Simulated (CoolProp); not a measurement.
Vapour pressure (MPa) of ethane: the reference equation beside estimates from Tc = 32.2 °C, pc = 4.872 MPa, ω = 0.099.

Computed with CoolProp (reference Helmholtz-energy equation of state, Bücker 2006).

```csv
T (°C),reference,Soave-Redlich-Kwong,Peng-Robinson
-40.75,0.7585,0.7646,0.7595
-33.85,0.9460,0.9556,0.9478
-27.05,1.162,1.176,1.165
-20.15,1.416,1.434,1.420
-13.25,1.707,1.731,1.715
-6.45,2.035,2.065,2.046
0.45,2.413,2.448,2.427
7.35,2.839,2.879,2.857
14.15,3.312,3.353,3.333
21.05,3.852,3.888,3.873
```

Absolute difference from the reference over all 10 rows, mean and median: Soave-Redlich-Kwong 1.2 and 1.3 %, Peng-Robinson 0.4 and 0.5 %.
